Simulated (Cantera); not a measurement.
Input: 1 mol SiCl4, 0.034 mol C2H4, a varied amount of H2, held at 2127 °C and 750 Torr.

Cantera equilibrium calculation (NASA polynomials, part measured and part estimated; ideal gas, pure solids and liquids). Candidate condensed phases: C, C6H6, C7H8, C8H18, Si, SiC; 109 gas species. Mutual solubility and eutectic melting of coexisting phases are not modelled. The tables' values for SiCl, SiCl3 are old estimates; treat these amounts as uncertain. Gases not in the tables: Si2H6 and higher silanes. Kinetics and transport are ignored.

x: gas mole fraction; n: condensed amount in mol.

```tsv
n(H2) (mol)	x H2	x HCl	x SiCl2	x H	n Si(l)	n SiC(s)
16	0.802	0.138	0.0380	0.0142	0.134	0.0554
19	0.824	0.124	0.0298	0.0144	0.182	0.0530
23	0.847	0.109	0.0225	0.0146	0.232	0.0498
28	0.867	0.0952	0.0167	0.0148	0.278	0.0459
35	0.886	?	?	0.0150	?	?
42	0.900	?	?	0.0151	0.347	?
51	0.913	0.0602	0.00636	0.0152	0.367	0.0276
63	0.924	0.0506	0.00444	0.0153	0.375	0.0180
76	0.933	0.0432	0.00320	0.0154	0.369	0.00766
93	0.941	0.0362	0.00223	0.0154	0.345	0
110	0.947	0.0312	0.00165	0.0155	0.307	0
```

Fill in the missing entries.


- 42, x HCl: 0.0702
- 42, x SiCl2: 0.00878
- 42, n SiC(s): 0.0348
- 35, x HCl: 0.0808
- 35, x SiCl2: 0.0118
- 35, n Si(l): 0.321
- 35, n SiC(s): 0.0403
